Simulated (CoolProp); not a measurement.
Cyclopentane along the isobar 1.57 MPa: density (kg/m³) from the reference equation and from simpler models built on Tc = 511.7 K, pc = 4.583 MPa, ω = 0.202; each cubic takes its own stable root.

The numbers come from the reference Helmholtz-energy equation of state, Gedanitz 2015 in CoolProp.

```
T (K)  phase  reference  ideal gas  van der Waals  Redlich-Kwong
-----  -----  ---------  ---------  -------------  -------------
451      gas      37.62      29.36              …              …
463.4    gas      35.53      28.58          33.55          34.77
475.8    gas          …          …          32.27          33.23
488.1    gas      32.25      27.13          31.11          31.88
500.5    gas      30.90      26.46          30.04          30.65
512.9    gas      29.71      25.82              …          29.54
525.3    gas          …      25.21          28.15          28.53
537.6    gas      27.67      24.63          27.30              …
550      gas      26.77      24.08          26.51          26.76
```

### Question
Some entries are withheld; supply them.

### Answer

- 451, van der Waals: 34.96
- 451, Redlich-Kwong: 36.52
- 475.8, reference: 33.76
- 475.8, ideal gas: 27.83
- 512.9, van der Waals: 29.06
- 525.3, reference: 28.63
- 537.6, Redlich-Kwong: 27.61
